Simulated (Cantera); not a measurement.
An adiabatic, constant-volume homogeneous reactor starts with 3.27 % C₃H₈, 8.61 % O₂, 86.1 % N₂, 2.06 % H₂O, at 1573 K and 17300 Torr.

Model: GRI-Mech 3.0 (53 species, 325 reactions), integrated in Cantera. GRI-Mech 3.0 was tuned for natural gas; its chemistry of propane as a main component is partial and can be far from experiment. The pressure lies above the range GRI-Mech 3.0 was tuned for (to about 10 atm).

One state of this run: T (K) = 2421; P (bar) = 39.3; x C₃H₈ = <1e-12; x O₂ = 5.00e-7; x H₂O = 0.0712; x H = 0.000718; x CH₂CO = 4.16e-12; x CO = 0.0746. x: mole fraction; the columns are a selection and need not sum to one.

**Question.** Which value of t (s) does it belong to?
(A) 1.98e-5
(B) 0.191
(C) 2.00e-6
(D) 6.29e-6

**Answer.** B, 0.191
